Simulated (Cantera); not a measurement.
Cantera run, input and output.

```python
import numpy as np
import cantera as ct

gas = ct.Solution("gri30.yaml")
gas.TPX = 1975, 140000, {'CH4': 1, 'H2': 6, 'H2O': 0.27}
reactor = ct.IdealGasConstPressureReactor(gas, energy="off", clone=False)
net = ct.ReactorNet([reactor])
net.rtol, net.atol = 1e-08, 1e-18
show = ['CH4', 'H2', 'C2H6', 'C2H4', 'C2H', 'H']
times = np.geomspace(2e-05, 30, 14)

steps = ct.SolutionArray(gas, extra=["t"])
rows = []
print(f"{'t/s':>10s}{'T/K':>9s}{'P/Pa':>11s}" + "".join(f"{s:>11s}" for s in show))
for t in times:
    while net.time < t:
        t_next = net.step()
        steps.append(gas.state, t=t_next)
    rows.append([np.interp(t, steps.t, y) for y in (steps.T, steps.P, *steps(*show).X.T)])
    print(f"{t:10.3e}{rows[-1][0]:9.1f}{rows[-1][1]:11.4g}" + "".join(f"{x:11.3e}" for x in rows[-1][2:]))
rate = np.gradient(steps.T, steps.t)
print("integrator steps:", len(steps.t))
if steps.T.max() > steps.T[0] + 200:
    print(f"time of steepest temperature rise: {steps.t[rate.argmax()]:.4e} s")
gas.TPX = 1975, 140000, {'CH4': 1, 'H2': 6, 'H2O': 0.27}
gas.equilibrate("TP")
print(f"equilibrium (TP): T = {gas.T:.1f} K  " + "  ".join(f"{s} {gas[s].X[0]:.3e}" for s in show))
```

Result:

```
       t/s      T/K       P/Pa        CH4         H2       C2H6       C2H4        C2H          H
 2.000e-05   1975.0    1.4e+05  1.337e-01  8.254e-01  1.097e-04  3.605e-04  1.100e-09  7.893e-04
 5.972e-05   1975.0    1.4e+05  1.271e-01  8.289e-01  1.466e-04  1.422e-03  3.361e-08  9.513e-04
 1.783e-04   1975.0    1.4e+05  1.111e-01  8.386e-01  1.129e-04  1.405e-03  1.770e-07  9.671e-04
 5.325e-04   1975.0    1.4e+05  8.063e-02  8.572e-01  6.072e-05  9.145e-04  4.611e-07  1.001e-03
 1.590e-03   1975.0    1.4e+05  4.442e-02  8.794e-01  1.906e-05  5.888e-04  8.032e-07  1.047e-03
 4.747e-03   1975.0    1.4e+05  1.959e-02  8.954e-01  3.909e-06  5.216e-04  1.033e-06  1.086e-03
 1.418e-02   1975.0    1.4e+05  9.482e-03  9.042e-01  1.026e-06  5.134e-04  1.088e-06  1.108e-03
 4.233e-02   1975.0    1.4e+05  6.872e-03  9.112e-01  5.881e-07  4.743e-04  1.005e-06  1.115e-03
 1.264e-01   1975.0    1.4e+05  5.227e-03  9.186e-01  3.750e-07  4.231e-04  8.875e-07  1.117e-03
 3.774e-01   1975.0    1.4e+05  4.443e-03  9.218e-01  2.944e-07  4.019e-04  8.393e-07  1.119e-03
 1.127e+00   1975.0    1.4e+05  4.407e-03  9.219e-01  2.910e-07  4.010e-04  8.373e-07  1.119e-03
 3.365e+00   1975.0    1.4e+05  4.407e-03  9.219e-01  2.910e-07  4.010e-04  8.373e-07  1.119e-03
 1.005e+01   1975.0    1.4e+05  4.407e-03  9.219e-01  2.910e-07  4.010e-04  8.373e-07  1.119e-03
 3.000e+01   1975.0    1.4e+05  4.407e-03  9.219e-01  2.910e-07  4.010e-04  8.373e-07  1.119e-03
integrator steps: 1378
equilibrium (TP): T = 1975.0 K  CH4 4.407e-03  H2 9.219e-01  C2H6 2.910e-07  C2H4 4.010e-04  C2H 8.373e-07  H 1.119e-03
```

Model: GRI-Mech 3.0 (53 species, 325 reactions), integrated in Cantera. GRI-Mech 3.0 stops at C3 and has no aromatics, soot or wall deposition, so with more carbon than oxygen in the feed, carbon stays in small species such as C2H2 where larger ones or solid carbon would form.
